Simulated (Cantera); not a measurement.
**Tantalum, niobium, vanadium and zirconium in process gases: V + NH3 + N2 + H2O**

A closed system holds: 1 mol V, 3.3 mol NH3, 45 mol N2, 8.2 mol H2O, equilibrated at 1648 K.

These are equilibrium values from Cantera (NASA tables, ideal gas, pure condensed phases), not measurements of a reactor. Candidate condensed phases: H2O, V, VN, VO, V2O3, V2O4, V2O5; 28 gas species. Condensed phases not in the tables: the oxides between V2O3 and V2O5 other than VO2. Rates play no part.

```tsv
P (Pa)	x N2	x H2O	x H2	x H	x VO2	x OH	n V2O3(s)
0.100	0.756	0.0986	0.0997	0.0281	0.0162	0.00125	0
2.50	0.772	0.107	0.108	0.00585	0.00770	0.000260	0.267
63	0.779	0.112	0.107	0.00116	0.000313	5.44e-5	0.491
1600	0.780	0.112	0.108	0.000231	1.23e-5	1.08e-5	0.500
40000	0.780	0.112	0.108	4.62e-5	4.93e-7	2.16e-6	0.500
1000000	0.780	0.112	0.108	9.25e-6	1.97e-8	4.32e-7	0.500
```
x: gas mole fraction; n: condensed amount in mol.

At 0.100 Pa nothing is condensed. From 2.50 Pa to 10.0 bar the condensed part is V2O3(s). The main V-bearing gas is VO2 throughout.
